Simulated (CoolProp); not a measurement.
Aqueous ammonia as a coolant, 11 % by mass, freezing at -15.3 °C, 1 atm.

Values from CoolProp's Melinder's fits for secondary coolants.

```
T (°C)  conductivity (W/(m K))  density (kg/m³)  viscosity (mPa s)  Prandtl number
------  ----------------------  ---------------  -----------------  --------------
-11.7                    0.469            960.9               3.12             [?]
-4.4                     0.483            959.9               2.34            20.4
2.8                      0.496            958.6                [?]             [?]
10                       0.507            956.9               1.50            12.4
17.2                     0.519            954.7               1.24             [?]
24.5                       [?]              [?]               1.02             [?]
```

Q: What belongs in the gaps?

A: 
- -11.7, Prandtl number: 28.2
- 2.8, viscosity (mPa s): 1.84
- 2.8, Prandtl number: 15.7
- 17.2, Prandtl number: 10.0
- 24.5, conductivity (W/(m K)): 0.533
- 24.5, density (kg/m³): 952.2
- 24.5, Prandtl number: 8.06
